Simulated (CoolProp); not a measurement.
Properties of hexamethyldisiloxane (MM) at several states.

Values from CoolProp's reference Helmholtz-energy equation of state, Thol 2016.

| T (K) | p (bar) | phase | cp (kJ/(kg K)) | cv (kJ/(kg K)) | speed of sound (m/s) | Joule-Thomson coefficient (K/MPa) | isothermal compressibility (1/MPa) | fugacity coefficient |
|---|---|---|---|---|---|---|---|---|
| 331.9 | 0.34 | liquid | 1.991 | ___ | 757.6 | -0.3411 | 0.002951 | ___ |
| 273.3 | 0.173 | liquid | ___ | 1.485 | 963.6 | ___ | 0.001698 | 0.07899 |
| 372.4 | 45.9 | liquid | 2.088 | 1.727 | 682.4 | ___ | 0.003767 | 0.02830 |
| 492.2 | 6.99 | gas | ___ | ___ | 132.5 | 13.47 | 1.797 | 0.8471 |
| 501.1 | 0.56 | gas | 2.022 | 1.968 | 160.5 | 9.413 | 18.07 | 0.9883 |
| 368 | 112 | liquid | 2.055 | 1.714 | 767.6 | -0.3395 | 0.002870 | 0.01691 |

Problem. Complete the blanks.

Solution. 
- 331.9, cv (kJ/(kg K)): 1.626
- 331.9, fugacity coefficient: 0.7174
- 273.3, cp (kJ/(kg K)): 1.839
- 273.3, Joule-Thomson coefficient (K/MPa): -0.4440
- 372.4, Joule-Thomson coefficient (K/MPa): -0.2841
- 492.2, cp (kJ/(kg K)): 2.107
- 492.2, cv (kJ/(kg K)): 1.979
